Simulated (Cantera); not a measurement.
Cantera run, input and output.

```python
import numpy as np
import cantera as ct

surf = ct.Interface("diamond.yaml", "diamond_100")
gas, bulk = surf.adjacent["gas"], surf.adjacent["diamond"]
k = surf.kinetics_species_index(bulk.species_names[0])
cover = ["c6HH", "c6H*", "c6*H", "c6**", "c6HM", "c6B"]

rows, drift = [], 0.0
print(f"{'T':>10s}{'um/h':>11s}" + "".join(f"{s:>11s}" for s in cover))
for v in [900, 975, 1050, 1125, 1200, 1275, 1350]:
    T, P, xH, xCH3 = v, 19000, 0.0049, 4e-05
    gas.TPX = T, P, {"H": xH, "CH3": xCH3, "CH4": 0.0064, "H2": 1 - xH - xCH3 - 0.0064}
    surf.TP = bulk.TP = T, P
    surf.coverages = "c6H*:0.1, c6HH:0.9"
    surf.advance_coverages(100.0)
    before = surf.coverages
    surf.advance_coverages(100.0)
    drift = max(drift, np.max(np.abs(surf.coverages - before) / (surf.coverages + 1e-9)))
    rate = surf.net_production_rates[k] * bulk.mean_molecular_weight / bulk.density * 3.6e9
    rows.append([rate, *surf[cover].coverages])
    print(f"{v:10.4g}{rate:11.4e}" + "".join(f"{x:11.3e}" for x in rows[-1][1:]))
```

It prints:

```
         T       um/h       c6HH       c6H*       c6*H       c6**       c6HM        c6B
       900 2.3661e+00  6.863e-01  1.054e-02  2.903e-01  4.352e-03  6.839e-03  6.421e-09
       975 3.5370e+00  6.162e-01  1.623e-02  3.530e-01  8.037e-03  4.884e-03  9.598e-09
      1050 4.7885e+00  5.509e-01  2.298e-02  4.077e-01  1.338e-02  3.489e-03  1.299e-08
      1125 5.5855e+00  4.924e-01  3.047e-02  4.530e-01  2.046e-02  2.316e-03  1.516e-08
      1200 4.9478e+00  4.418e-01  3.838e-02  4.886e-01  2.914e-02  1.209e-03  1.343e-08
      1275 3.3094e+00  3.987e-01  4.639e-02  5.149e-01  3.904e-02  4.424e-04  8.980e-09
      1350 2.3124e+00  3.629e-01  5.424e-02  5.329e-01  4.962e-02  1.295e-04  6.275e-09
```

Computed with Cantera and the Harris–Goodwin 1993 mechanism for the reconstructed diamond (100) surface.
